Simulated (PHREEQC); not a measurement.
PHREEQC input (ion-association model, phreeqc.dat):

```
SOLUTION 1
  temp 25
  units mol/kgw
  pH 7 charge
  Cl 0.18
  Na 0.18
END
SELECTED_OUTPUT 1
  -reset false
  -pH true
  -pe true
  -ionic_strength true
  -water true
  -totals Cl Na Hdg Ntg
  -molalities H+ Na+ Cl- OH- NaOH
  -saturation_indices Halite
USER_PUNCH 1
  -headings p_Hdg(g) phi_Hdg(g) p_Ntg(g) phi_Ntg(g) p_H2O(g) phi_H2O(g) density
  10 PUNCH PR_P("Hdg(g)"), PR_PHI("Hdg(g)"), PR_P("Ntg(g)"), PR_PHI("Ntg(g)"), PR_P("H2O(g)"), PR_PHI("H2O(g)"), RHO
PRINT
  -reset false
USE solution 1
REACTION_TEMPERATURE 1
  60
GAS_PHASE 1
  -fixed_pressure
  -pressure 2
  -temperature 60
  -volume 20
  Hdg(g) 1
  Ntg(g) 1
  H2O(g) 0
END
# ... the last block is repeated for the other 12 points of P (atm)
```

Selected output (columns that matter, 13 of 13 rows; P (atm) added in front):

```
P (atm)	pH	mu	Cl	Na	Hdg	Ntg	si_Halite	p_Hdg(g)	phi_Hdg(g)	p_Ntg(g)	phi_Ntg(g)	p_H2O(g)	phi_H2O(g)	density
2	6.4822	0.18052	0.18052	0.18052	0.00062806	0.00041901	-3.3643	0.90177	1.0007	0.90203	1.0001	0.19619	0.9916	0.99029
5	6.4817	0.18049	0.18049	0.18049	0.0016682	0.0011114	-3.3647	2.4006	1.0016	2.4013	0.99966	0.19809	0.98406	0.9904
10	6.4809	0.18049	0.18049	0.18049	0.0033917	0.0022547	-3.3653	4.8986	1.0032	4.9001	0.99916	0.20124	0.97186	0.99057
20	6.4792	0.1805	0.1805	0.1805	0.0068017	0.0045024	-3.3664	9.8946	1.0065	9.8978	0.99839	0.20759	0.94837	0.99091
30	6.4775	0.18051	0.18051	0.18051	0.010163	0.0067	-3.3675	14.891	1.0098	14.895	0.99787	0.21401	0.92599	0.99126
40	6.4759	0.18052	0.18052	0.18052	0.013478	0.0088499	-3.3686	19.887	1.0132	19.893	0.99758	0.22051	0.90466	0.9916
50	6.4742	0.18054	0.18054	0.18054	0.016746	0.010954	-3.3696	24.883	1.0167	24.89	0.99751	0.22706	0.88434	0.99195
75	6.4699	0.18057	0.18057	0.18057	0.024719	0.01603	-3.3722	37.372	1.0257	37.384	0.99827	0.24371	0.83759	0.99281
100	6.4657	0.18061	0.18061	0.18061	0.032423	0.020864	-3.3747	49.862	1.035	49.878	1.0003	0.26066	0.79609	0.99367
150	6.4571	0.18068	0.18067	0.18067	0.04707	0.029907	-3.3797	74.84	1.0546	74.865	1.0078	0.29518	0.72638	0.9954
200	6.4485	0.18074	0.18074	0.18074	0.060777	0.038248	-3.3844	99.819	1.0754	99.851	1.0196	0.33015	0.67099	0.99713
300	6.4311	0.18085	0.18085	0.18085	0.085675	0.053293	-3.3933	149.78	1.1208	149.82	1.0539	0.39995	0.59105	1.0006
400	6.4136	0.18094	0.18094	0.18094	0.10763	0.066678	-3.4015	199.73	1.171	199.8	1.1006	0.46792	0.53884	1.004
```

Away from 25 °C the constants follow the database's enthalpies or fits; those with neither stay at their 25 °C values.
